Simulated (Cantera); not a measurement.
## Thermal oxidation and active oxidation of silicon: Si + N2O + N2

A closed system holds: 1 mol Si, 0.59 mol N2O, 340 mol N2, at 1223.15 K and 30.0 Pa.

These are equilibrium values from Cantera (NASA tables, ideal gas, pure condensed phases), not measurements of a reactor. Candidate condensed phases: Si, SiO2, Si2N2O, Si3N4; 16 gas species. Mutual solubility and eutectic melting of coexisting phases are not modelled. The tables hold silica as quartz up to 1696 K and as liquid above; real silica turns to tridymite and cristobalite and melts near 1996 K. Kinetics and transport are ignored.

- x(N2): 1.000
- x(SiO): 1.18e-5
- n(SiO2(β-quartz)): 0.0587 mol
- n(Si2N2O(s)): 0.469 mol
- gas amount: 340.1 mol
- log10 activity of Si(s) (absent): -4.93
